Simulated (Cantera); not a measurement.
# Equilibrium for boron, boron nitride and boron oxide: B2O3 + O2 + N2

A closed system holds: 1 mol B2O3, 2 mol O2, 0.36 mol N2, equilibrated at 1773.15 K.

Cantera equilibrium calculation (NASA polynomials, part measured and part estimated; ideal gas, pure solids and liquids). Candidate condensed phases: B, BN, B2O3; 17 gas species. Kinetics and transport are ignored.

| P (Pa) | log p O2 | log p B2O3 | log p N2 | log p BO2 | log p O | log p NO | log p BO | log p NO2 | n B2O3(l) |
|---|---|---|---|---|---|---|---|---|---|
| 10 | -4.25 | -4.58 | -4.98 | -5.25 | -6.15 | -6.65 | -7.76 | -11.00 | 0 |
| 63 | -3.44 | -3.76 | -4.18 | -4.64 | -5.75 | -5.84 | -7.55 | -9.79 | 0 |
| 400 | -2.63 | -2.94 | -3.38 | -4.03 | -5.34 | -5.03 | -7.35 | -8.58 | 0 |
| 2500 | -1.72 | -2.63 | -2.47 | -3.65 | -4.89 | -4.13 | -7.42 | -7.22 | 0.742 |
| 16000 | -0.88 | -2.63 | -1.62 | -3.43 | -4.46 | -3.28 | -7.63 | -5.95 | 0.962 |
| 100000 | -0.07 | -2.63 | -0.82 | -3.23 | -4.06 | -2.48 | -7.83 | -4.75 | 0.994 |
log p: log10 of the partial pressure in bar; n: condensed amount in mol.

From 10.0 Pa to 4.00 mbar nothing is condensed. From 25.0 mbar to 1.00 bar the condensed part is B2O3(l). The main B-bearing gas is B2O3 throughout.
